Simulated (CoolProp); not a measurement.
Vapour-liquid equilibrium of acetone (1) + toluene (2) at 151.15 °C; x and y are mole fractions of (1).

Values from CoolProp's multi-fluid Helmholtz-energy mixture model, Lemmon 2006 and Lemmon 2006; pair parameters Bell 2016.

**Question.** Give the bubble pressure and the first vapour's composition at x = 0.275, 0.35, 0.8. Is there an azeotrope?

**Answer.** x = 0.275: 574.0 kPa, y = 0.593; x = 0.35: 639.2 kPa, y = 0.659; x = 0.8: 999.5 kPa, y = 0.910. No azeotrope shows between x = 0.05 and 0.95.

Pair parameters are fitted to limited data, so mixtures are less certain than the pure fluids.
